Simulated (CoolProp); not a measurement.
R123 along the isotherm 500 K: density (kg/m³) from the reference equation and from simpler models built on Tc = 456.8 K, pc = 3.662 MPa, ω = 0.282; each cubic takes its own stable root.

The numbers come from the reference Helmholtz-energy equation of state, Younglove 1994 in CoolProp. It is a modified Benedict-Webb-Rubin equation, recast in Helmholtz form.

```csv
p (MPa),phase,reference
0.229,gas,8.558
0.458,gas,17.40
0.687,gas,26.55
0.915,gas,35.98
1.14,gas,45.65
1.37,gas,55.93
1.6,gas,66.64
1.83,gas,77.84
```

Problem. How far does each simpler model (van der Waals, Peng-Robinson) lie from the reference over these 8 states: mean and median of the absolute difference, and the worst?

Solution. 
- van der Waals: mean 0.2 %, median 0.2 %, worst -0.3 % at 500 K and 1.6 MPa
- Peng-Robinson: mean 0.9 %, median 1.0 %, worst +1.6 % at 500 K and 1.83 MPa
